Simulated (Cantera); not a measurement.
An isothermal, constant-pressure homogeneous reactor starts with 20.8 % NO, 79.2 % N₂, at 1925 K and 113 Torr.

Cantera simulation using GRI-Mech 3.0 (53 species, 325 reactions); the numbers are that mechanism's predictions, not measurements.

Question: Predict: x(NO) at 80.0 s; x(O₂) at 80.0 s; x(O) at 80.0 s; x(N₂O) at 80.0 s; x(NO₂) at 80.0 s; x(N₂) at 80.0 s.

Answer: 
```json
{
  "x(NO) at 80.0 s": "0.00538 (gas-phase equilibrium 0.00460)",
  "x(O₂) at 80.0 s": "0.101 (gas-phase equilibrium 0.102)",
  "x(O) at 80.0 s": "0.000304 (gas-phase equilibrium 0.000305)",
  "x(N₂O) at 80.0 s": "1.10e-7 (gas-phase equilibrium 1.07e-7)",
  "x(NO₂) at 80.0 s": "2.84e-6 (gas-phase equilibrium 2.43e-6)",
  "x(N₂) at 80.0 s": "0.893 (gas-phase equilibrium 0.893)"
}
```
